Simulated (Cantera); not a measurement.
Charge: 1 mol CO2, 0.05 mol H2, at 345 Torr.

Equilibrium computed with Cantera from the NASA thermochemical tables; the gas is ideal and each condensed phase is pure. Candidate condensed phases: C, C6H6, C7H8, C8H18, H2O; 110 gas species. Kinetics and transport are ignored.

log p: log10 of the partial pressure in bar; n: condensed amount in mol.

```
T (K)  log p CO2  log p CO  log p H2O  log p H2  log p CH4  n C(graphite)
-----  ---------  --------  ---------  --------  ---------  -------------
675        -0.36     -2.22      -1.73     -2.51          ?         0.0141
725        -0.38     -1.78      -1.78     -2.31          ?              0
775        -0.38     -1.74      -1.74     -2.41          ?              0
825        -0.38     -1.72      -1.72     -2.52          ?              0
875        -0.38     -1.71      -1.71     -2.62          ?              0
925        -0.38     -1.70      -1.70     -2.71          ?              0
975        -0.38     -1.69      -1.69     -2.80          ?              0
```

Q: Complete the blanks.

A: 
- 675, log p CH4: -3.85
- 725, log p CH4: -3.93
- 775, log p CH4: -5.26
- 825, log p CH4: -6.50
- 875, log p CH4: -7.61
- 925, log p CH4: -8.62
- 975, log p CH4: -9.53
